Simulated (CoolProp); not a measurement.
Saturated liquid density (kg/m³) of carbon dioxide: the reference equation beside estimates from Tc = 31.0 °C, pc = 7.377 MPa, ω = 0.224. Rackett uses Z = 0.29056 − 0.08775 ω.

Model: reference Helmholtz-energy equation of state, Span 1996, in CoolProp.

```json
[
 {"T (°C)": "-40.75", "reference": "1119", "Rackett": "1125", "van der Waals": "[?]", "Redlich-Kwong": "984.3", "Soave-Redlich-Kwong": "1024", "Peng-Robinson": "1161"},
 {"T (°C)": "-37.95", "reference": "1108", "Rackett": "1114", "van der Waals": "682.3", "Redlich-Kwong": "972.1", "Soave-Redlich-Kwong": "1012", "Peng-Robinson": "1148"},
 {"T (°C)": "-35.15", "reference": "1097", "Rackett": "1103", "van der Waals": "675.4", "Redlich-Kwong": "959.6", "Soave-Redlich-Kwong": "999.5", "Peng-Robinson": "1134"},
 {"T (°C)": "-32.35", "reference": "1086", "Rackett": "1091", "van der Waals": "668.2", "Redlich-Kwong": "946.8", "Soave-Redlich-Kwong": "986.8", "Peng-Robinson": "1120"},
 {"T (°C)": "-29.55", "reference": "1074", "Rackett": "1080", "van der Waals": "661.0", "Redlich-Kwong": "933.7", "Soave-Redlich-Kwong": "[?]", "Peng-Robinson": "1105"},
 {"T (°C)": "-26.75", "reference": "1062", "Rackett": "1068", "van der Waals": "653.5", "Redlich-Kwong": "920.2", "Soave-Redlich-Kwong": "960.2", "Peng-Robinson": "1090"},
 {"T (°C)": "-23.95", "reference": "1050", "Rackett": "1056", "van der Waals": "645.8", "Redlich-Kwong": "906.4", "Soave-Redlich-Kwong": "946.3", "Peng-Robinson": "1074"},
 {"T (°C)": "-21.15", "reference": "1037", "Rackett": "[?]", "van der Waals": "638.0", "Redlich-Kwong": "892.2", "Soave-Redlich-Kwong": "[?]", "Peng-Robinson": "1058"},
 {"T (°C)": "-18.35", "reference": "1024", "Rackett": "1030", "van der Waals": "629.9", "Redlich-Kwong": "877.6", "Soave-Redlich-Kwong": "917.1", "Peng-Robinson": "1041"},
 {"T (°C)": "-15.55", "reference": "1011", "Rackett": "[?]", "van der Waals": "621.5", "Redlich-Kwong": "862.6", "Soave-Redlich-Kwong": "[?]", "Peng-Robinson": "1023"},
 {"T (°C)": "-12.75", "reference": "996.9", "Rackett": "1004", "van der Waals": "612.9", "Redlich-Kwong": "847.1", "Soave-Redlich-Kwong": "885.8", "Peng-Robinson": "1005"},
 {"T (°C)": "-9.95", "reference": "[?]", "Rackett": "989.7", "van der Waals": "604.0", "Redlich-Kwong": "831.1", "Soave-Redlich-Kwong": "869.2", "Peng-Robinson": "986.0"}
]
```

Question: Complete the blanks.

Answer: 
- -40.75, van der Waals: 689.1
- -29.55, Soave-Redlich-Kwong: 973.7
- -21.15, Rackett: 1043
- -21.15, Soave-Redlich-Kwong: 931.9
- -15.55, Rackett: 1017
- -15.55, Soave-Redlich-Kwong: 901.7
- -9.95, reference: 982.7

Absolute difference from the reference over all 12 rows, mean and median: Rackett 0.6 and 0.6 %, van der Waals 38.5 and 38.5 %, Redlich-Kwong 13.6 and 13.5 %, Soave-Redlich-Kwong 9.8 and 9.7 %, Peng-Robinson 2.3 and 2.5 %.
